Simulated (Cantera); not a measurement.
## Boron, boron nitride and boron oxide: B₂O₃ + H₂

Input: 1 mol B₂O₃, 31 mol H₂, equilibrated at 5.00 mbar.

Equilibrium computed with Cantera from the NASA thermochemical tables; the gas is ideal and each condensed phase is pure. Candidate condensed phases: B, B₂O₃, B₃O₃H₃, H₂O; 23 gas species. Rates play no part.

| T (K) | log p H₂ | log p H | log p BO | log p HBO | log p HBO₂ | log p B₂O₃ | log p H₂O | log p B₂O₂ | n B₂O₃(l) |
|---|---|---|---|---|---|---|---|---|---|
| 1425 | -2.30 | -6.32 | -7.33 | -4.78 | -4.84 | -5.37 | -5.83 | -6.30 | 0.873 |
| 1525 | -2.31 | -5.78 | -6.35 | -4.28 | -4.27 | -4.45 | -5.50 | -5.41 | 0.413 |
| 1625 | -2.32 | -5.31 | -5.74 | -4.10 | -4.07 | -4.19 | -5.25 | -5.13 | 0 |
| 1725 | -2.33 | -4.89 | -5.34 | -4.05 | -4.05 | -4.24 | -5.05 | -5.14 | 0 |
| 1825 | -2.33 | -4.52 | -4.98 | -4.03 | -4.03 | -4.30 | -4.88 | -5.16 | 0 |
| 1925 | -2.33 | -4.19 | -4.67 | -4.01 | -4.03 | -4.37 | -4.72 | -5.20 | 0 |
| 2025 | -2.34 | -3.89 | -4.41 | -4.02 | -4.04 | -4.46 | -4.58 | -5.28 | 0 |
| 2125 | -2.35 | -3.62 | -4.20 | -4.05 | -4.06 | -4.57 | -4.44 | -5.38 | 0 |
| 2225 | -2.37 | -3.37 | -4.03 | -4.10 | -4.10 | -4.72 | -4.32 | -5.53 | 0 |
| 2325 | -2.40 | -3.16 | -3.90 | -4.19 | -4.17 | -4.92 | -4.22 | -5.72 | 0 |
log p: log10 of the partial pressure in bar; n: condensed amount in mol.

From 1425 K to 1525 K the condensed part is B₂O₃(l). From 1625 K to 2325 K nothing is condensed. The main B-bearing gas is HBO at 1425 K and BO at 2325 K.
